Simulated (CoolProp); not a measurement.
The fluid at 293.15 K and 0.663 MPa (gas) is heated at constant pressure to 434.5 K. The same conditions are run with several fluids, on thermodynamics alone (safety and materials aside).

Values from CoolProp's reference Helmholtz-energy equation of state of each fluid (R507A: Lemmon 2003; methane: Setzmann 1991; R143a: Lemmon and Jacobsen 2000; carbon monoxide: Lemmon 2006). Blends and air are pseudo-pure fits.

```
fluid            heat (kJ/kg)  final density (kg/m³)
---------------  ------------  ---------------------
R507A                     144                   18.7
methane                     ?                   2.95
R143a                       ?                      ?
carbon monoxide           149                      ?
```

What belongs in the gaps?


- methane, heat (kJ/kg): 345
- R143a, heat (kJ/kg): 158
- R143a, final density (kg/m³): 15.9
- carbon monoxide, final density (kg/m³): 5.13
